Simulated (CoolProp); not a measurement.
Saturation properties of R143a.

Model: reference Helmholtz-energy equation of state, Lemmon and Jacobsen 2000, in CoolProp.

```json
[
 {"T (°C)": "-99.35", "p (bar)": "0.03527", "liquid density (kg/m³)": "1300", "vapour density (kg/m³)": "0.2063"},
 {"T (°C)": "-90.25", "p (bar)": "0.07460", "liquid density (kg/m³)": "1278", "vapour density (kg/m³)": "0.4162"},
 {"T (°C)": "-81.15", "p (bar)": "0.1453", "liquid density (kg/m³)": "1255", "vapour density (kg/m³)": "0.7759"},
 {"T (°C)": "-72.05", "p (bar)": "0.2638", "liquid density (kg/m³)": "1232", "vapour density (kg/m³)": "1.354"},
 {"T (°C)": "-62.95", "p (bar)": "0.4511", "liquid density (kg/m³)": "1208", "vapour density (kg/m³)": "2.235"},
 {"T (°C)": "-53.85", "p (bar)": "0.7327", "liquid density (kg/m³)": "1184", "vapour density (kg/m³)": "3.518"},
 {"T (°C)": "-44.75", "p (bar)": "1.139", "liquid density (kg/m³)": "1160", "vapour density (kg/m³)": "5.321"},
 {"T (°C)": "-35.65", "p (bar)": "1.703", "liquid density (kg/m³)": "1134", "vapour density (kg/m³)": "7.783"},
 {"T (°C)": "-26.55", "p (bar)": "2.462", "liquid density (kg/m³)": "1108", "vapour density (kg/m³)": "11.06"},
 {"T (°C)": "-17.45", "p (bar)": "3.459", "liquid density (kg/m³)": "1081", "vapour density (kg/m³)": "15.35"}
]
```

It boils at -47.2 °C under 1 atm.
